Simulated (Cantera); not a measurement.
Cantera run:

```python
import numpy as np
import cantera as ct

gas_names = """
    B BH BH2 BH3 BN B2 H H2 N NH NH2 NH3 N2 N2H2 N2H4
""".split()
cond_names = """
    B(b) B(L) BN(s)
""".split()


def load(file, names, dense=False):
    # The tables refer to 1 bar. Condensed volumes are neglected.
    table = {s.name: s for s in ct.Species.list_from_file(file)}
    out = []
    for n in names:
        d = dict(table[n].input_data)
        d["thermo"] = dict(d["thermo"], **{"reference-pressure": 1e5})
        if dense:
            d["equation-of-state"] = {"model": "constant-volume", "density": "1e6 g/cm^3"}
        out.append(ct.Species.from_dict(d))
    return out


gas = ct.Solution(thermo="ideal-gas", species=load("nasa_gas.yaml", gas_names))
cond = {s.name: ct.Solution(thermo="fixed-stoichiometry", species=[s], name=s.name)
        for s in load("nasa_condensed.yaml", cond_names, dense=True)}
atoms = {
    'B': {'B': 1},
    'NH3': {'N': 1, 'H': 3},
}
top_T = {'BN(s)': 3200}  # K; cautious upper limits of use, not melting points


def equilibrate(T, P, feed):
    n = {}
    for name, mol in feed.items():
        for a, k in atoms[name].items():
            n[a] = n.get(a, 0.0) + k * mol
    gas.TPX = T, P, n
    mass = sum(n.values()) * gas.mean_molecular_weight
    gas.equilibrate("TP")
    valid = [c for c in cond.values() if c.min_temp <= T <= top_T.get(c.name, c.max_temp)]
    mix = ct.Mixture([(gas, mass / gas.mean_molecular_weight)] + [(c, 0.0) for c in valid])
    mix.T, mix.P = T, P
    mix.equilibrate("TP", solver="vcs", rtol=1e-11, max_steps=5000)
    return mix


results = []
feed = {'B': 1, 'NH3': 0.41}  # mol
T = 1500  # K
P = 10000  # Pa
mix = equilibrate(T, P, feed)
results.append((T, P, feed, dict(zip(mix.species_names, mix.species_moles))))
print(gas.report(threshold=1e-06))
for i in range(1, mix.n_phases):
    print(f"{mix.phase(i).name:16s} {mix.phase_moles(i):12.5e} mol")
```

Result:

```
       temperature   1500 K
          pressure   10000 Pa
           density   0.0016165 kg/m^3
  mean mol. weight   2.0161 kg/kmol
   phase of matter   gas

                          1 kg             1 kmol
                     ---------------   ---------------
          enthalpy        1.8029e+07        3.6348e+07  J
   internal energy        1.1843e+07        2.3876e+07  J
           entropy             98233        1.9804e+05  J/K
    Gibbs function       -1.2932e+08       -2.6072e+08  J
 heat capacity c_p             16050             32359  J/K
 heat capacity c_v             11926             24044  J/K

                      mass frac. Y      mole frac. X     chem. pot. / RT
                     ---------------   ---------------   ---------------
               BH2        6.2898e-05        9.8867e-06           -23.466
               BH3        1.3318e-05        1.9409e-06           -33.918
                 H        2.7831e-05        5.5663e-05           -10.453
                H2            0.9999           0.99993           -20.905
     [  +11 minor]         7.705e-07        5.6122e-08

B(b)              5.89993e-01 mol
BN(s)             4.10000e-01 mol
```

Cantera equilibrium calculation (NASA polynomials, part measured and part estimated; ideal gas, pure solids and liquids). Mutual solubility and eutectic melting of coexisting phases are not modelled.
